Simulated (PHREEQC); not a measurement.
Dissolve 1.18 mmol/kgw Mg(NO3)2 at 20 °C. Closed to the air; pH follows from the charge balance.

The numbers come from PHREEQC with the ion-association model, phreeqc.dat.

```json
{
  "ionic_strength": "0.00354 mol/kgw",
  "specific_conductance": "244 µS/cm"
}
```

| species | molality | activity | log γ |
|---|---|---|---|
| NO3- | 0.00236 | 0.00221 | -0.028 |
| Mg+2 | 0.00118 | 0.000920 | -0.108 |
| H+ | 1.01e-7 | 9.49e-8 | -0.026 |
| OH- | 7.70e-8 | 7.21e-8 | -0.028 |
| MgOH+ | 2.37e-8 | 2.23e-8 | -0.027 |

This is a speciation only: nothing precipitates in the calculation. Species that the database lacks are ignored.
